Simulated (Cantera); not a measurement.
A closed system holds: 1 mol CuO, a varied amount of CH4, 0.37 mol N2, at 10.0 Torr.

Cantera equilibrium calculation (NASA polynomials, part measured and part estimated; ideal gas, pure solids and liquids). Candidate condensed phases: C, C6H6, C7H8, C8H18, Cu, CuO, Cu(OH)2, Cu2O, H2O; 139 gas species. Rates play no part.

Stable condensed phases, one row left out:

```
T in K \ n(CH4) in mol
         0.42  1.2    2  2.8  3.6  4.4  5.2
   2023     A    B    B    B    B    B    B
   1873     C    D    D    D    D    B    B
   1798     C    D    D    D    D    D    D
   1723     C    D    D    D    D    D    D
   1648     C    D    D    D    D    D    D
   1573     C    D    D    D    D    D    D
   1498     C    D    D    D    D    D    D
   1423     C    D    D    D    D    D    D
   1348     C    D    D    D    D    D    D
   1273     C    D    D    D    D    D    D
   1198     C    D    D    D    D    D    D
   1123     C    D    D    D    D    D    D
   1048     C    D    D    D    D    D    D
```

A: gas only; B: C; C: Cu; D: C + Cu.

### Question
Give the row for 1948 K.

### Answer
0.42: Cu; 1.2: C + Cu; 2: C; 2.8: C; 3.6: C; 4.4: C; 5.2: C.
